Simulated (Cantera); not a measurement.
Feed: 1 mol MgO, 31 mol HBr, 2.3 mol O₂, equilibrated at 0.00410 bar.

Equilibrium computed with Cantera from the NASA thermochemical tables; the gas is ideal and each condensed phase is pure. Candidate condensed phases: Br₂, H₂O, Mg, MgBr₂, MgO, Mg(OH)₂; 20 gas species. Kinetics and transport are ignored. All values below are at 873 K.

Base state: HBr 0.701, H₂O 0.148, Br₂ 0.145, Br 0.00615, MgBr₂ 0.000112 (mole fractions); condensed: MgO(s).

### Question
What changes in the equilibrium state with this change: O₂ from 2.3 to 16 mol?

### Answer
```
species        before    after
-----------  --------  -------
H₂O             0.148    0.387
Br₂             0.145    0.382
O₂              <1e-9    0.211
HBr             0.701  0.00922
MgBr₂        0.000112  7.40e-9
Br            0.00615  0.00999
MgO(s), mol     0.997     1.00
```

### Question
What changes in the equilibrium state with this change: pressure from 0.00410 bar to 0.120 bar?

### Answer
```json
[
 {"species": "HBr", "before": "0.701", "after": "0.703"},
 {"species": "H₂O", "before": "0.148", "after": "0.148"},
 {"species": "Br₂", "before": "0.145", "after": "0.148"},
 {"species": "Br", "before": "0.00615", "after": "0.00115"},
 {"species": "MgBr₂", "before": "0.000112", "after": "0.000112"},
 {"species": "MgO(s), mol", "before": "0.997", "after": "0.997"}
]
```
